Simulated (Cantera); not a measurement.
An adiabatic, constant-volume homogeneous reactor starts with 11.0 % CO, 10.4 % H₂, 7.14 % O₂, 71.4 % N₂, equivalence ratio 1.5, at 1550 K and 1.00 bar.

Computed with Cantera and GRI-Mech 3.0 (53 species, 325 reactions).

Predict: time of steepest temperature rise; temperature at 0.200 s; equilibrium temperature; x(CO) at 0.200 s; x(H₂) at 0.200 s; x(O₂) at 0.200 s; x(NO) at 0.200 s; x(O) at 0.200 s; x(H₂O₂) at 0.200 s.


```json
{
  "time_of_steepest_temperature_rise": "25.3 µs",
  "temperature at 0.200 s": "2650 K",
  "equilibrium_temperature": "2650 K",
  "x(CO) at 0.200 s": "0.0671 (gas-phase equilibrium 0.0671)",
  "x(H₂) at 0.200 s": "0.0179 (gas-phase equilibrium 0.0179)",
  "x(O₂) at 0.200 s": "0.00214 (gas-phase equilibrium 0.00214)",
  "x(NO) at 0.200 s": "0.00293 (gas-phase equilibrium 0.00293)",
  "x(O) at 0.200 s": "0.00107 (gas-phase equilibrium 0.00107)",
  "x(H₂O₂) at 0.200 s": "4.92e-8 (gas-phase equilibrium 4.92e-8)"
}
```
